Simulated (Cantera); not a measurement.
Premixed flame

A freely propagating, adiabatic, planar premixed flame of H2 : O2 : N2 = 1 : 0.676 : 2.54 (molar parts), equivalence ratio 0.74, unburnt at 325 K and 101000 Pa; mixture-averaged transport, grid criteria slope 0.08 and curve 0.16, no radiation.

Cantera simulation using the H2/O2 subset of GRI-Mech 3.0, which has no nitrogen chemistry; the numbers are that mechanism's predictions, not measurements. Burning velocities carry a grid error of a few per cent, more on coarse grids.

| z (mm) | T (K) | u (m/s) | x H2 | x O2 | x HO2 | x H | x OH | x H2O2 |
|---|---|---|---|---|---|---|---|---|
| -1.03 | 325 | 1.63 | 0.237 | 0.160 | <1e-8 | <1e-8 | <1e-8 | <1e-8 |
| -0.684 | 325 | 1.63 | 0.237 | 0.160 | <1e-8 | <1e-8 | <1e-8 | <1e-8 |
| -0.513 | 325 | 1.63 | 0.237 | 0.160 | 2.87e-8 | <1e-8 | <1e-8 | <1e-8 |
| -0.342 | 326 | 1.63 | 0.234 | 0.161 | 6.20e-7 | <1e-8 | <1e-8 | 1.55e-7 |
| -0.171 | 369 | 1.80 | 0.212 | 0.165 | 0.000114 | 1.20e-6 | 9.26e-6 | 2.47e-5 |
| -0.0855 | 653 | 3.07 | 0.166 | 0.159 | 0.000365 | 0.00119 | 0.000727 | 8.98e-5 |
| 0 | 1072 | 4.92 | 0.102 | 0.131 | 0.000146 | 0.00960 | 0.00176 | 2.17e-5 |
| 0.0855 | 1373 | 6.25 | 0.0486 | 0.0897 | 7.62e-5 | 0.0183 | 0.00521 | 5.74e-6 |
| 0.171 | 1546 | 7.02 | 0.0247 | 0.0669 | 4.76e-5 | 0.0190 | 0.00852 | 3.12e-6 |
| 0.342 | 1716 | 7.74 | 0.0153 | 0.0563 | 2.99e-5 | 0.0132 | 0.0110 | 1.46e-6 |
| 0.684 | 1860 | 8.33 | 0.0109 | 0.0526 | 1.84e-5 | 0.00668 | 0.0112 | 7.27e-7 |
| 1.37 | 1966 | 8.75 | 0.00646 | 0.0506 | 1.01e-5 | 0.00264 | 0.00962 | 4.20e-7 |
| 2.74 | 2032 | 9.00 | 0.00310 | 0.0498 | 5.12e-6 | 0.000812 | 0.00711 | 2.59e-7 |
x: mole fraction of selected species; z is measured from the peak of heat release.

The laminar burning velocity comes out as 163 cm/s and the thermal thickness is 0.342 mm. The peak x(HO2) comes out as 0.000445 and the peak x(H) is 0.0195. The peak x(OH) is 0.0114 and the peak x(H2O2) is 9.23e-5.
